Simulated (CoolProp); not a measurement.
Properties of n-perfluoropentane along the isotherm 481.8 K (Tc = 421.0 K, pc = 2.063 MPa, ω = 0.436).

Computed with CoolProp (reference Helmholtz-energy equation of state, Gao 2022).

| p (MPa) | phase | cp (kJ/(kg K)) | cv (kJ/(kg K)) | speed of sound (m/s) | isothermal compressibility (1/MPa) |
|---|---|---|---|---|---|
| 0.0163 | gas | ___ | 1.002 | 119.4 | 61.45 |
| 0.0309 | gas | 1.032 | 1.002 | 119.3 | 32.46 |
| 0.0586 | gas | 1.032 | 1.003 | ___ | 17.17 |
| 0.111 | gas | 1.034 | 1.003 | ___ | 9.111 |
| 0.211 | gas | 1.036 | 1.004 | 117.3 | 4.844 |
| 0.399 | gas | 1.042 | 1.005 | ___ | 2.615 |
| 0.757 | gas | 1.054 | 1.008 | ___ | 1.438 |
| 1.44 | gas | 1.086 | ___ | ___ | 0.8306 |
| 2.72 | supercritical | 1.206 | 1.035 | ___ | 0.5368 |
| 5.16 | supercritical | 1.420 | 1.053 | 97.67 | 0.1960 |

Problem. Some entries are withheld; supply them.

Solution. 
- 0.0163, cp (kJ/(kg K)): 1.031
- 0.0586, speed of sound (m/s): 119.0
- 0.111, speed of sound (m/s): 118.4
- 0.399, speed of sound (m/s): 115.1
- 0.757, speed of sound (m/s): 110.9
- 1.44, cv (kJ/(kg K)): 1.016
- 1.44, speed of sound (m/s): 102.5
- 2.72, speed of sound (m/s): 87.75
